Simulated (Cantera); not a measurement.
Charge: 1 mol Si3N4, a varied amount of CO2, 490 mol N2, at 1600 K and 6.00 Torr.

These are equilibrium values from Cantera (NASA tables, ideal gas, pure condensed phases), not measurements of a reactor. Candidate condensed phases: C, Si, SiC, SiO2, Si2N2O, Si3N4; 34 gas species. Mutual solubility and eutectic melting of coexisting phases are not modelled. The numbers say what is thermodynamically allowed, not how fast it happens.

Problem. Which condensed phases are stable at each of these points (n(CO2) (mol)): 0.59, 0.72, 0.88, 1.1, 1.3, 1.6, 2, 2.4?

Solution. 
```
n(CO2) (mol)               condensed phases  Si condensed (%)
------------  -----------------------------  ----------------
0.59          SiC(s) + Si2N2O(s) + Si3N4(s)              94.2
0.72          SiC(s) + Si2N2O(s) + Si3N4(s)              94.2
0.88          SiC(s) + Si2N2O(s) + Si3N4(s)              94.2
1.1                      SiC(s) + Si2N2O(s)              93.4
1.3                      SiC(s) + Si2N2O(s)              92.6
1.6                      SiC(s) + Si2N2O(s)              91.6
2                                 Si2N2O(s)              66.7
2.4                               Si2N2O(s)              40.0
```

From 0.59 mol CO2 to 0.88 mol CO2 the condensed part is SiC(s) + Si2N2O(s) + Si3N4(s). From 1.1 mol CO2 to 1.6 mol CO2 the condensed part is SiC(s) + Si2N2O(s). From 2 mol CO2 to 2.4 mol CO2 the condensed part is Si2N2O(s).
